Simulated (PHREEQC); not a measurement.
A solution holds 0.0013 mol/kgw Ba(OH)2, at 20 °C. Closed to the air; pH follows from the charge balance.

All values are PHREEQC results (ion-association model, phreeqc.dat), not measurements.

Each row changes one thing in this solution. Precipitation was switched off in this run.

| case | pH | BaOH+ (mol/kgw) |
|---|---|---|
| as made | 11.55 | 1.26e-5 |
| temperature from 20 to 80 °C | 9.97 | 3.28e-7 |
| Ba(OH)2 from 0.0013 to 0.013 mol/kgw | 12.49 | 0.000746 |
| diluted 2-fold with water | 11.26 | 3.42e-6 |
| 0.0001 mol/kgw KOH added | 11.56 | 1.30e-5 |
| Ba(OH)2 from 0.0013 to 0.0026 mol/kgw | 11.84 | 4.51e-5 |
| Ba(OH)2 from 0.0013 to 0.00026 mol/kgw | 10.87 | 5.88e-7 |

Away from 25 °C the constants follow the database's enthalpies or fits; those with neither stay at their 25 °C values.
